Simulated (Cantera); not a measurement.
Input: 1 mol trisilylamine, 2.6 mol NH3, 2.1 mol N2, equilibrated at 1173.15 K and 5.30 Pa.

Equilibrium computed with Cantera from the NASA thermochemical tables; the gas is ideal and each condensed phase is pure. Candidate condensed phases: Si, Si3N4; 18 gas species. The feed counts by its element totals alone. The numbers say what is thermodynamically allowed, not how fast it happens.

Base state: H2 0.816, N2 0.184, H 1.47e-5 (mole fractions); condensed: Si3N4(s).

**Question.** What changes in the equilibrium state with this change: trisilylamine replaced by SiH2Cl2?

**Answer.** 
| species | before | after |
|---|---|---|
| H2 | 0.816 | 0.454 |
| N2 | 0.184 | 0.318 |
| HCl | 0 | 0.226 |
| SiCl2 | 0 | 0.00206 |
| SiCl3 | 0 | 0.000189 |
| SiCl4 | 0 | 0.000172 |
| H | 1.47e-5 | 1.09e-5 |
| Si3N4(s), mol | 1.00 | 0.326 |
The tables' values for SiCl3 are old estimates; treat these amounts as uncertain. Further candidate phases: NH4Cl.
